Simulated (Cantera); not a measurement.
## H2S + H2O + N2 (abatement and gas-phase synthesis)

Charge: 1 mol H2S, 3.8 mol H2O, 0.36 mol N2, equilibrated at 0.0133 bar.

Method: chemical equilibrium by Gibbs-energy minimisation in Cantera with the NASA 1993 tables (ideal gas, pure condensed phases). Candidate condensed phases: H2O, H2SO4, S; 35 gas species. Kinetics and transport are ignored.

From 1373 K to 1923 K nothing is condensed.

| T (K) | log p H2O | log p H2 | log p SO2 | log p N2 | log p S2 | log p H2S | log p SO |
|---|---|---|---|---|---|---|---|
| 1373 | -2.07 | -2.62 | -3.58 | -3.07 | -3.10 | -3.31 | -5.02 |
| 1423 | -2.08 | -2.58 | -3.48 | -3.07 | -3.10 | -3.40 | -4.81 |
| 1473 | -2.09 | -2.55 | -3.40 | -3.07 | -3.11 | -3.48 | -4.62 |
| 1523 | -2.10 | -2.52 | -3.33 | -3.08 | -3.12 | -3.57 | -4.45 |
| 1573 | -2.12 | -2.49 | -3.26 | -3.08 | -3.14 | -3.65 | -4.29 |
| 1623 | -2.13 | -2.47 | -3.21 | -3.08 | -3.16 | -3.73 | -4.14 |
| 1673 | -2.14 | -2.44 | -3.16 | -3.08 | -3.19 | -3.80 | -4.01 |
| 1723 | -2.15 | -2.42 | -3.12 | -3.08 | -3.23 | -3.88 | -3.88 |
| 1773 | -2.17 | -2.40 | -3.08 | -3.09 | -3.27 | -3.96 | -3.77 |
| 1823 | -2.18 | -2.39 | -3.05 | -3.09 | -3.31 | -4.04 | -3.67 |
| 1873 | -2.19 | -2.37 | -3.03 | -3.09 | -3.36 | -4.12 | -3.58 |
| 1923 | -2.21 | -2.36 | -3.01 | -3.09 | -3.42 | -4.20 | -3.50 |
log p: log10 of the partial pressure in bar; nothing condenses.
